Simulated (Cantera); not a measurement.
# Hydrocarbon pyrolysis for carbon deposition

An isothermal, constant-pressure homogeneous reactor starts with 11.0 % CH₄, 89.0 % N₂, at 1498 K and 0.133 bar.

Computed with Cantera and GRI-Mech 3.0 (53 species, 325 reactions). GRI-Mech 3.0 stops at C3 and has no aromatics, soot or wall deposition, so with more carbon than oxygen in the feed, carbon stays in small species such as C2H2 where larger ones or solid carbon would form.

```json
[
 {"t (s)": "0.000700", "x CH₄": "0.110", "x H": "1.79e-8", "x HCN": "<1e-12", "x C₂H": "<1e-12", "x C₂H₆": "8.94e-9"},
 {"t (s)": "0.00150", "x CH₄": "0.110", "x H": "1.85e-8", "x HCN": "<1e-12", "x C₂H": "<1e-12", "x C₂H₆": "8.33e-8"},
 {"t (s)": "0.00321", "x CH₄": "0.110", "x H": "2.09e-8", "x HCN": "<1e-12", "x C₂H": "<1e-12", "x C₂H₆": "7.18e-7"},
 {"t (s)": "0.00688", "x CH₄": "0.110", "x H": "2.97e-8", "x HCN": "<1e-12", "x C₂H": "<1e-12", "x C₂H₆": "5.03e-6"},
 {"t (s)": "0.0147", "x CH₄": "0.110", "x H": "5.50e-8", "x HCN": "<1e-12", "x C₂H": "<1e-12", "x C₂H₆": "2.35e-5"},
 {"t (s)": "0.0316", "x CH₄": "0.109", "x H": "1.31e-7", "x HCN": "2.09e-12", "x C₂H": "4.96e-12", "x C₂H₆": "7.23e-5"},
 {"t (s)": "0.0676", "x CH₄": "0.108", "x H": "3.83e-7", "x HCN": "1.85e-11", "x C₂H": "4.67e-11", "x C₂H₆": "0.000153"},
 {"t (s)": "0.145", "x CH₄": "0.103", "x H": "1.07e-6", "x HCN": "1.56e-10", "x C₂H": "3.15e-10", "x C₂H₆": "0.000182"},
 {"t (s)": "0.310", "x CH₄": "0.0942", "x H": "2.15e-6", "x HCN": "7.32e-10", "x C₂H": "1.05e-9", "x C₂H₆": "0.000122"},
 {"t (s)": "0.665", "x CH₄": "0.0817", "x H": "3.56e-6", "x HCN": "2.27e-9", "x C₂H": "2.07e-9", "x C₂H₆": "7.22e-5"},
 {"t (s)": "1.42", "x CH₄": "0.0650", "x H": "5.39e-6", "x HCN": "5.83e-9", "x C₂H": "3.27e-9", "x C₂H₆": "3.91e-5"},
 {"t (s)": "3.05", "x CH₄": "0.0452", "x H": "7.79e-6", "x HCN": "1.33e-8", "x C₂H": "4.79e-9", "x C₂H₆": "1.78e-5"},
 {"t (s)": "6.54", "x CH₄": "0.0260", "x H": "1.08e-5", "x HCN": "2.75e-8", "x C₂H": "6.65e-9", "x C₂H₆": "6.21e-6"},
 {"t (s)": "14.0", "x CH₄": "0.0121", "x H": "1.40e-5", "x HCN": "5.00e-8", "x C₂H": "8.64e-9", "x C₂H₆": "1.56e-6"},
 {"t (s)": "30.0", "x CH₄": "0.00501", "x H": "1.65e-5", "x HCN": "7.87e-8", "x C₂H": "1.02e-8", "x C₂H₆": "3.18e-7"}
]
```
x: mole fraction; the columns are a selection and need not sum to one.

Equilibrium at this temperature and pressure: CH₄ 0.000899, H 1.82e-5, HCN 0.0599, C₂H 4.37e-9, C₂H₆ 1.85e-8 (gas phase only).
